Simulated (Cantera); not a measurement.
Cantera run, input and output.

```python
import numpy as np
import cantera as ct

gas = ct.Solution("gri30.yaml")
gas.TPX = 1775, 100000, {'NO': 1, 'N2': 0.26}
reactor = ct.IdealGasConstPressureReactor(gas, energy="off", clone=False)
net = ct.ReactorNet([reactor])
net.rtol, net.atol = 1e-08, 1e-18
show = ['NO', 'O', 'N2', 'NO2', 'O2', 'N2O']
times = np.geomspace(0.0005, 90, 14)

steps = ct.SolutionArray(gas, extra=["t"])
rows = []
print(f"{'t/s':>10s}{'T/K':>9s}{'P/Pa':>11s}" + "".join(f"{s:>11s}" for s in show))
for t in times:
    while net.time < t:
        t_next = net.step()
        steps.append(gas.state, t=t_next)
    rows.append([np.interp(t, steps.t, y) for y in (steps.T, steps.P, *steps(*show).X.T)])
    print(f"{t:10.3e}{rows[-1][0]:9.1f}{rows[-1][1]:11.4g}" + "".join(f"{x:11.3e}" for x in rows[-1][2:]))
rate = np.gradient(steps.T, steps.t)
print("integrator steps:", len(steps.t))
if steps.T.max() > steps.T[0] + 200:
    print(f"time of steepest temperature rise: {steps.t[rate.argmax()]:.4e} s")
gas.TPX = 1775, 100000, {'NO': 1, 'N2': 0.26}
gas.equilibrate("TP")
print(f"equilibrium (TP): T = {gas.T:.1f} K  " + "  ".join(f"{s} {gas[s].X[0]:.3e}" for s in show))
```

Result:

```
       t/s      T/K       P/Pa         NO          O         N2        NO2         O2        N2O
 5.000e-04   1775.0      1e+05  7.935e-01  2.558e-06  2.064e-01  5.972e-05  1.178e-06  5.211e-05
 1.268e-03   1775.0      1e+05  7.933e-01  4.708e-06  2.064e-01  1.570e-04  1.126e-05  1.128e-04
 3.217e-03   1775.0      1e+05  7.928e-01  8.145e-06  2.066e-01  3.268e-04  1.116e-04  1.988e-04
 8.161e-03   1775.0      1e+05  7.916e-01  9.950e-06  2.071e-01  4.174e-04  6.237e-04  2.529e-04
 2.070e-02   1775.0      1e+05  7.886e-01  1.073e-05  2.086e-01  4.526e-04  2.083e-03  2.574e-04
 5.251e-02   1775.0      1e+05  7.811e-01  1.224e-05  2.123e-01  5.199e-04  5.766e-03  2.519e-04
 1.332e-01   1775.0      1e+05  7.627e-01  1.534e-05  2.215e-01  6.503e-04  1.488e-02  2.390e-04
 3.379e-01   1775.0      1e+05  7.192e-01  2.086e-05  2.433e-01  8.538e-04  3.649e-02  2.106e-04
 8.570e-01   1775.0      1e+05  6.262e-01  2.930e-05  2.897e-01  1.065e-03  8.279e-02  1.576e-04
 2.174e+00   1775.0      1e+05  4.655e-01  3.983e-05  3.701e-01  1.091e-03  1.632e-01  8.569e-05
 5.514e+00   1775.0      1e+05  2.690e-01  4.972e-05  4.685e-01  7.942e-04  2.617e-01  2.828e-05
 1.399e+01   1775.0      1e+05  1.137e-01  5.631e-05  5.462e-01  3.818e-04  3.396e-01  5.163e-06
 3.548e+01   1775.0      1e+05  3.599e-02  5.932e-05  5.851e-01  1.276e-04  3.787e-01  7.095e-07
 9.000e+01   1775.0      1e+05  1.097e-02  6.026e-05  5.977e-01  3.954e-05  3.913e-01  2.669e-07
integrator steps: 1383
equilibrium (TP): T = 1775.0 K  NO 4.584e-03  O 6.049e-05  N2 6.009e-01  NO2 1.659e-05  O2 3.945e-01  N2O 2.309e-07
```

Computed with Cantera and GRI-Mech 3.0 (53 species, 325 reactions).
